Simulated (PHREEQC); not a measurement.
Phosphoric acid bath: speciation

A solution holds 0.043 mol/kgw H3PO4, 0.21 mol/kgw H2SO4 and 0.053 mol/kgw H3AsO4, at 25 °C. Closed to the air; pH follows from the charge balance.

Equilibrium calculation in PHREEQC: ion-association model, wateq4f.dat.

Each row changes one thing in this solution. Precipitation was switched off in this run.

| case | pH | ionic strength (mol/kgw) | HSO4- (mol/kgw) | H3AsO4 (mol/kgw) | SO4-2 (mol/kgw) | H2AsO4- (mol/kgw) |
|---|---|---|---|---|---|---|
| as made | 0.72 | 0.268 | 0.183 | 0.0510 | 0.0269 | 0.00195 |
| H2SO4 from 0.21 to 0.042 mol/kgw | 1.27 | 0.0762 | 0.0307 | 0.0474 | 0.0114 | 0.00560 |
| H3AsO4 from 0.053 to 0.0795 mol/kgw | 0.72 | 0.269 | 0.183 | 0.0766 | 0.0268 | 0.00292 |
| H3AsO4 from 0.053 to 0.0477 mol/kgw | 0.72 | 0.268 | 0.183 | 0.0459 | 0.0269 | 0.00176 |
| temperature from 25 to 65 °C | 0.76 | 0.237 | 0.198 | 0.0515 | 0.0120 | 0.00154 |
| H3PO4 from 0.043 to 0.0043 mol/kgw | 0.72 | 0.266 | 0.183 | 0.0510 | 0.0270 | 0.00196 |
| H2SO4 from 0.21 to 0.42 mol/kgw | 0.46 | 0.495 | 0.384 | 0.0519 | 0.0364 | 0.00113 |
| H3PO4 left out | 0.73 | 0.266 | 0.183 | 0.0510 | 0.0270 | 0.00196 |

H3PO4, which wateq4f.dat lacks, is added to it with the constant of phreeqc.dat. At this temperature some constants are extrapolated from 25 °C, and those without enthalpy data are left unchanged.
